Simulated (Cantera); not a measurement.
An isothermal, constant-pressure homogeneous reactor starts with CH4 : H2 : N2 = 1 : 43 : 0.1 (molar parts), at 1975 K and 101000 Pa.

Model: GRI-Mech 3.0 (53 species, 325 reactions), integrated in Cantera. GRI-Mech 3.0 stops at C3 and has no aromatics, soot or wall deposition, so with more carbon than oxygen in the feed, carbon stays in small species such as C2H2 where larger ones or solid carbon would form.

One state of this run: x CH4 = 0.00176; x H2 = 0.984; x CH2 = 8.46e-8; x C2H6 = 4.36e-8; x C2H2 = 0.0101; x C2H = 2.39e-7; x H = 0.00136. x: mole fraction; the columns are a selection and need not sum to one.

Problem. Which value of t (s) does it belong to?
A) 0.00135
B) 0.0265
C) 0.000500
D) 10.2

Solution. D, 10.2
